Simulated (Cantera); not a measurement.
Feed: 1 mol SiH4, 600 mol H2, held at 0.400 bar.

Cantera equilibrium calculation (NASA polynomials, part measured and part estimated; ideal gas, pure solids and liquids). Candidate condensed phases: Si; 9 gas species. Gases not in the tables: Si2H6 and higher silanes. Rates play no part.

x: gas mole fraction; n: condensed amount in mol.

```
T (K)   x H2         x H      x SiH2        x Si       x SiH  n Si(s)  n Si(l)
-----  -----  ----------  ----------  ----------  ----------  -------  -------
1098    1.00     3.91e-8     1.25e-9      <1e-12    1.05e-12    1.000        0
1148    1.00  (withheld)  (withheld)      <1e-12  (withheld)    1.000        0
1198   1.000     3.01e-7     1.14e-8    3.22e-12    3.09e-11    1.000        0
1248   1.000     7.38e-7     3.02e-8    1.94e-11    1.37e-10    1.000        0
1298   1.000     1.69e-6     7.39e-8    1.02e-10    5.39e-10    1.000        0
1348   1.000     3.66e-6     1.69e-7    4.70e-10     1.92e-9    1.000        0
1398   1.000     7.48e-6     3.66e-7     1.95e-9     6.21e-9    1.000        0
1448   1.000  (withheld)  (withheld)  (withheld)  (withheld)    0.999        0
1498   1.000     2.72e-5     1.46e-6     2.51e-8     5.13e-8    0.999        0
1548   1.000     4.87e-5     2.73e-6     7.94e-8     1.33e-7    0.998        0
1598   1.000     8.42e-5     4.89e-6     2.34e-7     3.25e-7    0.996        0
1648   1.000    0.000141     8.47e-6     6.44e-7     7.49e-7    0.994        0
1698   1.000    0.000229     1.40e-5     1.64e-6     1.62e-6        0    0.989
```

### Question
Fill in the missing entries.

### Answer

- 1448, x H: 1.46e-5
- 1448, x SiH2: 7.48e-7
- 1448, x Si: 7.31e-9
- 1448, x SiH: 1.85e-8
- 1148, x H: 1.13e-7
- 1148, x SiH2: 3.97e-9
- 1148, x SiH: 6.13e-12
